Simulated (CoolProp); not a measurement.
Saturation properties of R141b.

Values from CoolProp's reference Helmholtz-energy equation of state, Lemmon 2006. It is a short technical equation, of lower accuracy than the large ones.

| T (°C) | p (MPa) | liquid density (kg/m³) | vapour density (kg/m³) | enthalpy of vaporisation (kJ/kg) | liquid cp (kJ/(kg K)) | liquid viscosity (µPa s) |
|---|---|---|---|---|---|---|
| 62.45 | 0.2640 | 1158 | 11.95 | 207.2 | 1.214 | 273 |
| 73.15 | 0.3534 | 1135 | 15.78 | 201.3 | 1.235 | 246 |
| 83.95 | 0.4651 | 1111 | 20.55 | 195.0 | 1.258 | 221 |
| 94.65 | 0.5999 | 1086 | 26.33 | 188.3 | 1.284 | 200 |
| 105.35 | 0.7618 | 1059 | 33.36 | 181.2 | 1.313 | 180 |
| 116.15 | 0.9558 | 1031 | 41.96 | 173.5 | 1.347 | 162 |
| 126.85 | 1.182 | 1002 | 52.27 | 165.2 | 1.387 | 147 |
| 137.55 | 1.444 | 970.2 | 64.79 | 156.1 | 1.435 | 132 |
| 148.35 | 1.751 | 935.5 | 80.28 | 145.9 | 1.498 | 118 |
| 159.05 | 2.099 | 897.5 | 99.36 | 134.5 | 1.581 | 105 |
| 169.75 | 2.496 | 854.4 | 123.7 | 121.3 | 1.707 | 92.7 |
| 180.55 | 2.953 | 802.7 | 156.7 | 105.1 | 1.932 | 80.2 |
| 191.25 | 3.469 | 735.9 | 205.5 | 83.95 | 2.489 | 67.0 |

It boils at 32.0 °C under 1 atm.

Viscosity comes from a separate model (Huber 2003), an estimate that may be off by 10 % or more.
